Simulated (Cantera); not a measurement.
A diamond (100) surface in a fixed gas of H2 with x(CH4) = 0.016, x(H) = 0.00044, at 1348 K, 33.0 Torr; coverages are run to steady state.

Computed with Cantera and the Harris–Goodwin 1993 mechanism for the reconstructed diamond (100) surface.

θ: site fractions in the mechanism's names (c6HH fully hydrogenated, c6H* and c6*H radical sites, c6** diradical, c6HM methylated).

```tsv
x(CH3)	growth (µm/h)	θ c6HH	θ c6H*	θ c6*H	θ c6**	θ c6HM
1e-06	0.00139	0.479	0.0461	0.456	0.0185	[?]
2.5e-06	0.00347	0.479	0.0461	0.456	0.0184	[?]
6.1e-06	0.00845	0.479	0.0461	0.456	0.0184	[?]
1.5e-05	0.0208	0.479	0.0461	0.456	0.0184	[?]
3.8e-05	0.0525	0.479	0.0461	0.456	0.0184	[?]
9.3e-05	0.128	0.479	0.0461	0.456	0.0183	[?]
0.00023	0.312	0.478	0.0461	0.456	0.0180	[?]
0.00057	0.747	0.478	0.0460	0.455	0.0174	[?]
0.0014	1.70	0.476	0.0457	0.452	0.0161	[?]
```

**Question.** Fill in the missing entries.

**Answer.** 
- 1e-06, θ c6HM: 5.10e-7
- 2.5e-06, θ c6HM: 1.27e-6
- 6.1e-06, θ c6HM: 3.11e-6
- 1.5e-05, θ c6HM: 7.64e-6
- 3.8e-05, θ c6HM: 1.94e-5
- 9.3e-05, θ c6HM: 4.73e-5
- 0.00023, θ c6HM: 0.000117
- 0.00057, θ c6HM: 0.000288
- 0.0014, θ c6HM: 0.000697
